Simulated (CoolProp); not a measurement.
Values from CoolProp's reference Helmholtz-energy equation of state, Lemmon 2013.

Question: Give the vapour pressure (bar), vapour density (kg/m³), liquid viscosity (µPa s) of saturated propylene at 247.1 K.

Answer: 
```tsv
T (K)	p (bar)	vapour density (kg/m³)	liquid viscosity (µPa s)
247.1	2.46	5.39	155
```

Viscosity comes from a separate model (Huber 2003), an estimate that may be off by 10 % or more.
